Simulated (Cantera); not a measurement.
Input: 1 mol Cu2O, 4.2 mol H2, 3.9 mol H2O, held at 0.593 Torr.

These are equilibrium values from Cantera (NASA tables, ideal gas, pure condensed phases), not measurements of a reactor. Candidate condensed phases: Cu, CuO, Cu(OH)2, Cu2O, H2O; 12 gas species. Equilibrium is a limit: real reactors are often held back by kinetics, nucleation or transport.

x: gas mole fraction; n: condensed amount in mol.

```
T (°C)  x H2O   x H2      x Cu  x H      x OH     x Cu2       x O  n Cu(s)  n Cu(l)
------  -----  -----  --------  ---  --------  --------  --------  -------  -------
552     0.605  0.395  3.92e-12    ?    <1e-12    <1e-12    <1e-12     2.00        0
602     0.605  0.395  6.36e-11    ?  1.26e-12    <1e-12    <1e-12     2.00        0
652     0.605  0.395  7.62e-10    ?  1.05e-11    <1e-12    <1e-12     2.00        0
702     0.605  0.395   7.06e-9    ?  7.11e-11    <1e-12    <1e-12     2.00        0
752     0.605  0.395   5.25e-8    ?  3.98e-10    <1e-12    <1e-12     2.00        0
802     0.605  0.395   3.23e-7    ?   1.90e-9  1.81e-12    <1e-12     2.00        0
852     0.605  0.395   1.69e-6    ?   7.93e-9  1.90e-11    <1e-12     2.00        0
902     0.605  0.395   7.66e-6    ?   2.93e-8  1.62e-10    <1e-12     2.00        0
952     0.605  0.395   3.06e-5    ?   9.71e-8   1.15e-9  1.72e-12     2.00        0
1002    0.605  0.395  0.000110    ?   2.94e-7   7.02e-9  1.19e-11     2.00        0
1052    0.605  0.395  0.000356    ?   8.17e-7   3.71e-8  7.16e-11     2.00        0
1102    0.604  0.395   0.00104    ?   2.11e-6   1.68e-7  3.77e-10        0     1.99
1152    0.603  0.394   0.00275    ?   5.10e-6   6.45e-7   1.77e-9        0     1.98
1202    0.601  0.392   0.00678    ?   1.16e-5   2.25e-6   7.49e-9        0     1.94
```

Some entries are withheld; supply them.


- 552, x H: 1.77e-10
- 602, x H: 1.12e-9
- 652, x H: 5.82e-9
- 702, x H: 2.56e-8
- 752, x H: 9.74e-8
- 802, x H: 3.28e-7
- 852, x H: 9.94e-7
- 902, x H: 2.74e-6
- 952, x H: 6.97e-6
- 1002, x H: 1.65e-5
- 1052, x H: 3.66e-5
- 1102, x H: 7.66e-5
- 1152, x H: 0.000152
- 1202, x H: 0.000289
